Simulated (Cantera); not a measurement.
# Premixed flame

A freely propagating, adiabatic, planar premixed flame of C3H8 : O2 : N2 = 1 : 3.57 : 13.4 (molar parts), unburnt at 625 K and 500000 Pa; mixture-averaged transport, grid criteria slope 0.08 and curve 0.16, no radiation.

Cantera simulation using GRI-Mech 3.0 (53 species, 325 reactions); the numbers are that mechanism's predictions, not measurements. GRI-Mech 3.0 was tuned for natural gas; its chemistry of propane as a main component is partial and can be far from experiment. Burning velocities carry a grid error of a few per cent, more on coarse grids.

```
z (mm)   T (K)  u (m/s)    x C3H8      x O2     x CH4     x CO2      x OH    x CH2O
-------  -----  -------  --------  --------  --------  --------  --------  --------
-0.260     625    0.776    0.0555     0.198   5.09e-6   9.96e-7     <1e-8   6.53e-7
-0.173     630    0.785    0.0552     0.196   4.59e-5   1.46e-5     <1e-8   8.97e-6
-0.130     644    0.809    0.0548     0.194  0.000176   8.19e-5     <1e-8   4.73e-5
-0.0865    732    0.932    0.0530     0.183  0.000863  0.000690   1.86e-7  0.000342
-0.0433   1129     1.50    0.0366     0.136   0.00389   0.00549   7.08e-6   0.00169
-0.0216   1510     2.08    0.0126    0.0893   0.00626    0.0125  0.000120   0.00202
0         1881     2.66  0.000345    0.0423   0.00475    0.0230  0.000828  0.000693
0.0216    2086     2.97   3.50e-7    0.0160   0.00154    0.0332   0.00181  0.000167
0.0433    2168     3.08     <1e-8   0.00577  0.000420    0.0406   0.00230   5.45e-5
0.0865    2214     3.14     <1e-8  0.000936   4.46e-5    0.0483   0.00230   6.25e-6
0.173     2238     3.16     <1e-8  0.000167   2.07e-6    0.0519   0.00183   2.54e-7
0.346     2256     3.19     <1e-8   6.86e-5   6.89e-8    0.0524   0.00127   1.48e-8
0.692     2269     3.20     <1e-8   2.70e-5     <1e-8    0.0522  0.000810     <1e-8
```
x: mole fraction of selected species; z is measured from the peak of heat release.

```yaml
laminar_burning_velocity: 77.3 cm/s
thermal_thickness: 0.0865 mm
peak x(CH4): 0.00645
peak x(OH): 0.00238
peak x(CH2O): 0.00210
grid_points: 141
```
